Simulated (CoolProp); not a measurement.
n-hexane at 409.04 K and 0.0439 MPa flows at 19 m/s in a round tube of 12.7 mm bore and 15 µm roughness, fully developed (64/Re and Nu = 3.66 if laminar; Colebrook and Gnielinski if turbulent). Each further row changes one setting.

The numbers come from the reference Helmholtz-energy equation of state, Thol 2019 in CoolProp.

| case | Reynolds number | Darcy friction factor | pressure drop (Pa/m) | heat-transfer coefficient (W/(m² K)) | mass flow (kg/h) |
|---|---|---|---|---|---|
| as stated | 31600 | 0.0262 | 418 | ? | ? |
| velocity 38 m/s | 63200 | ? | ? | 308 | 19.5 |
| diameter 25.4 mm | 63200 | 0.0220 | ? | ? | ? |

### Question
Some entries are withheld; supply them.

### Answer

- as stated, heat-transfer coefficient (W/(m² K)): 168
- as stated, mass flow (kg/h): 9.74
- velocity 38 m/s, Darcy friction factor: 0.0238
- velocity 38 m/s, pressure drop (Pa/m): 1520
- diameter 25.4 mm, pressure drop (Pa/m): 176
- diameter 25.4 mm, heat-transfer coefficient (W/(m² K)): 142
- diameter 25.4 mm, mass flow (kg/h): 39.0

Viscosity comes from a separate model (Michailidou 2013). Thermal conductivity comes from a separate model (Assael 2013).
